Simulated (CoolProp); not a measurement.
A single-stage vapour-compression cycle with isohexane: evaporating at 301.15 K (dew point), condensing at 351.15 K (bubble point), superheat 8 K, subcooling 0 K, compressor efficiency 0.6, no pressure losses. Each further row changes one setting.

Computed with CoolProp (reference Helmholtz-energy equation of state, Lemmon 2006). It is a short technical equation, of lower accuracy than the large ones.

| case | cooling COP | pressure ratio | discharge temperature (K) | refrigerating effect (kJ/kg) | volumetric capacity (kJ/m³) |
|---|---|---|---|---|---|
| as stated | 2.86 | 5.41 | 358.5 | 240 | 262 |
| evaporating temperature 306.15 K | [?] | [?] | 358.0 | 248 | 326 |
| condensing temperature 346.15 K | [?] | 4.69 | 354.3 | 253 | 276 |
| subcooling 5 K | 3.00 | 5.41 | 358.5 | 253 | 276 |
| superheat 18 K | 2.94 | 5.41 | [?] | 258 | 272 |
| compressor efficiency 0.5 | 2.38 | 5.41 | 366.8 | 240 | 262 |

Task: Fill in the missing entries.

Result: 
- evaporating temperature 306.15 K, cooling COP: 3.32
- evaporating temperature 306.15 K, pressure ratio: 4.44
- condensing temperature 346.15 K, cooling COP: 3.28
- superheat 18 K, discharge temperature (K): 368.8
